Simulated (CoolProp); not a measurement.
Values from CoolProp's reference Helmholtz-energy equation of state, Lemmon 2013.

Problem. Give the vapour pressure (MPa), vapour density (kg/m³), enthalpy of vaporisation (kJ/kg), liquid viscosity (µPa s) of saturated propylene at 3.45, 8.95, 14.35 °C.

Solution. 
```csv
T (°C),p (MPa),vapour density (kg/m³),enthalpy of vaporisation (kJ/kg),liquid viscosity (µPa s)
3.45,0.647,13.6,372,116
8.95,0.756,15.9,363,111
14.35,0.877,18.4,354,105
```

Viscosity comes from a separate model (Huber 2003), an estimate that may be off by 10 % or more.
